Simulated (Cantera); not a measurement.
A Cantera script and what it prints.

```python
import numpy as np
import cantera as ct

gas_names = """
    C CN CO CO2 C2 CCN CNC C2N2 C2O C3 C3O2 C4 C4N2 C5 Cu CuO Cu2 N NCO NO NO2 NO3 N2 N2O O O2 O3
""".split()
cond_names = """
    C(gr) Cu(cr) Cu(L) CuO(s) Cu2O(s) Cu2O(L)
""".split()


# ... load() reads the species with a 1 bar reference pressure and builds the phases ...
atoms = {
    'Cu2O': {'Cu': 2, 'O': 1},
    'C': {'C': 1},
    'N2': {'N': 2},
}
top_T = {'C(gr)': 4500, 'CuO(s)': 1390}  # K; cautious upper limits of use, not melting points


# ... equilibrate(T, P, feed) seeds the gas with the atoms and calls Mixture.equilibrate('TP', solver="vcs", rtol=1e-11, max_steps=5000) ...
results = []
feed = {'Cu2O': 1, 'C': 2.7, 'N2': 4.7}  # mol
P = 8400  # Pa
for T in [1398, 1548, 1698, 1848, 1998, 2148, 2298]:
    mix = equilibrate(T, P, feed)
    results.append((T, P, feed, dict(zip(mix.species_names, mix.species_moles))))

top = {s: max(r[3][s] / sum(r[3][g] for g in gas_names) for r in results) for s in gas_names}
cols = sorted((s for s in top if top[s] > 0.001), key=lambda s: -top[s])[:9]
seen = [c for c in cond_names if any(r[3].get(c, 0) > 1e-12 for r in results)]
print("log10 of partial pressures in bar; condensed amounts in mol")
print(f"{'T/K':>10s}" + "".join(f"{s[:9]:>10s}" for s in cols + seen))
for T, P, feed, n in results:
    ng = sum(n[g] for g in gas_names)
    print(f"{T:10.4g}" + "".join(f"{np.log10(max(n[s] / ng * P / 1e5, 1e-99)):10.3f}" for s in cols)
          + "".join(f"{n.get(c, 0):10.4g}" for c in seen))
```

Result:

```
log10 of partial pressures in bar; condensed amounts in mol
       T/K        N2        Cu        CO       Cu2     C(gr)     Cu(L)
      1398    -1.160    -5.887    -1.832    -9.603       1.7         2
      1548    -1.160    -4.745    -1.832    -8.022       1.7     1.999
      1698    -1.160    -3.810    -1.832    -6.732       1.7     1.989
      1848    -1.164    -3.032    -1.836    -5.662       1.7     1.936
      1998    -1.182    -2.374    -1.854    -4.761       1.7     1.695
      2148    -1.248    -1.811    -1.921    -3.993       1.7    0.6967
      2298    -1.290    -1.665    -1.962    -4.012     1.699         0
```

Cantera equilibrium calculation (NASA polynomials, part measured and part estimated; ideal gas, pure solids and liquids).
